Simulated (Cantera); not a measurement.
A perfectly stirred reactor is fed with C2H6 : H2 = 1 : 2.2 (molar parts), at 120000 Pa; it is held at 1625 K, and followed from long to short residence time.

Computed with Cantera and GRI-Mech 3.0 (53 species, 325 reactions). GRI-Mech 3.0 stops at C3 and has no aromatics, soot or wall deposition, so with more carbon than oxygen in the feed, carbon stays in small species such as C2H2 where larger ones or solid carbon would form.

Question: What does this change do: pressure from 120000 Pa to 1300 Pa?

Answer: 
```csv
quantity,before,after
x(C2H6) at τ = 15.0 s,4.31e-5,1.23e-5
x(H2) at τ = 15.0 s,0.752,0.792
x(CH4) at τ = 15.0 s,0.0770,0.0206
x(C2H4) at τ = 15.0 s,0.0127,0.000271
x(C2H2) at τ = 15.0 s,0.158,0.186
x(C2H6) at τ = 67.0 ms,0.000343,0.00175
x(H2) at τ = 67.0 ms,0.726,0.714
x(CH4) at τ = 67.0 ms,0.114,0.126
x(C2H4) at τ = 67.0 ms,0.0137,0.00930
x(C2H2) at τ = 67.0 ms,0.146,0.143
```
Radical loss at walls, strong at low pressure, is not modelled.

Question: What does this change do: pressure from 120000 Pa to 13300 Pa?

Answer: 
```csv
quantity,before,after
x(C2H6) at τ = 15.0 s,4.31e-5,5.49e-6
x(H2) at τ = 15.0 s,0.752,0.792
x(CH4) at τ = 15.0 s,0.0770,0.0218
x(C2H4) at τ = 15.0 s,0.0127,0.00177
x(C2H2) at τ = 15.0 s,0.158,0.184
x(C2H6) at τ = 67.0 ms,0.000343,0.000581
x(H2) at τ = 67.0 ms,0.726,0.742
x(CH4) at τ = 67.0 ms,0.114,0.0914
x(C2H4) at τ = 67.0 ms,0.0137,0.00537
x(C2H2) at τ = 67.0 ms,0.146,0.159
```
